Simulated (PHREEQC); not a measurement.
1.4 g of hydrous ferric oxide (600 m²/g; 0.2 weak and 0.005 strong sites per Fe, Dzombak-Morel constants, diffuse double layer) in 1 kg of water with 0.05 mol/kgw of an inert sodium salt and 0.1 mmol/kgw NaF, at 25 °C; the pH is set by adding NaOH or the inert anion's acid. O2 is buffered at 0.21 atm. The system is closed to CO2. Nothing may precipitate in this run.

Base run: PHREEQC, ion-association model, wateq4f.dat. Each further column changes one thing. The table gives surface charge σ (C/m²).

```csv
pH,base,background salt from 0.05 to 0.005 mol/kgw,oxide from 1.4 to 7 g/kgw,0.0027 mol/kgw ZnCl2 added
4,0.286,0.184,0.297,0.292
5.33,0.142,0.068,0.148,0.151
6,0.086,0.037,0.089,0.104
6.67,0.047,0.018,0.049,0.094
8,0.003,0.001,0.003,0.088
9.33,-0.039,-0.015,-0.039,0.040
10,-0.074,-0.031,-0.075,0.014
10.67,-0.126,-0.060,-0.128,-0.008
12,-0.282,-0.218,-0.285,-0.110
```

 In at least one series the solution becomes supersaturated in solids that the run did not let form, among them Zn(OH)2-e, Zn5(OH)8Cl2.
